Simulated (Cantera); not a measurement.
Input: 1 mol C₆H₆, 0.036 mol NH₃, 17 mol N₂, held at 1175 K and 8250 Torr.

These are equilibrium values from Cantera (NASA tables, ideal gas, pure condensed phases), not measurements of a reactor. Candidate condensed phases: C, C₆H₆, C₇H₈, C₈H₁₈; 92 gas species. Rates play no part.

Base state: N₂ 0.852, H₂ 0.144, CH₄ 0.00436, NH₃ 0.000119, HCN 1.97e-5 (mole fractions); condensed: C(graphite).

Task: What changes in the equilibrium state with this change: N₂ from 17 to 24 mol?

Result: 
| species | before | after |
|---|---|---|
| N₂ | 0.852 | 0.889 |
| H₂ | 0.144 | 0.108 |
| CH₄ | 0.00436 | 0.00246 |
| NH₃ | 0.000119 | 7.93e-5 |
| HCN | 1.97e-5 | 1.74e-5 |
| C(graphite), mol | 5.91 | 5.93 |

Task: What changes in the equilibrium state with this change: temperature from 1175 K to 1975 K?

Result: 
```csv
species,before,after
N₂,0.852,0.845
H₂,0.144,0.149
HCN,1.97e-5,0.00474
H,1.40e-8,0.000159
C₂H₂ (acetylene),9.17e-9,9.69e-5
HNC,8.63e-8,0.000257
CH₄,0.00436,0.000111
"C(graphite), mol",5.91,5.89
```

Task: What changes in the equilibrium state with this change: pressure from 8250 Torr to 0.750 Torr?

Result: 
```
species             before    after
----------------  --------  -------
N₂                   0.852    0.848
H₂                   0.144    0.152
HCN                1.97e-5  2.02e-5
CH₄                0.00436  4.43e-7
NH₃               0.000119  1.18e-8
C(graphite), mol      5.91     6.00
```
